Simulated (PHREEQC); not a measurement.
Solution (20 °C): 0.0033 mol CuSO4, 0.23 mol H2SO4 and 0.00015 mol NaCl per kg of water. Closed to the air; pH follows from the charge balance.

All values are PHREEQC results (ion-association model, wateq4f.dat), not measurements.

This is a speciation only: nothing precipitates in the calculation.

Task: Estimate the pH, activity of water, ionic strength.

Result: pH 0.69; activity of water 0.992; ionic strength 0.297 mol/kgw.

Task: In which forms is Cu present?

Result: Cu+2 70 %, CuSO4 30 % of the Cu.
